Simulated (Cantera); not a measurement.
A freely propagating, adiabatic, planar premixed flame of H₂ : O₂ : N₂ = 1 : 0.5 : 2.4 (molar parts), unburnt at 525 K and 158 Torr; mixture-averaged transport, grid criteria slope 0.08 and curve 0.16, no radiation.

Cantera simulation using the H2/O2 subset of GRI-Mech 3.0, which has no nitrogen chemistry; the numbers are that mechanism's predictions, not measurements. Burning velocities carry a grid error of a few per cent, more on coarse grids.

### Question
Predict: laminar burning velocity; thermal thickness; peak x(O); peak x(H₂O₂); peak x(HO₂).

### Answer
```
Quantity                     Value
------------------------  --------
laminar burning velocity  408 cm/s
thermal thickness          3.78 mm
peak x(O)                   0.0111
peak x(H₂O₂)               4.63e-6
peak x(HO₂)                8.84e-5
```
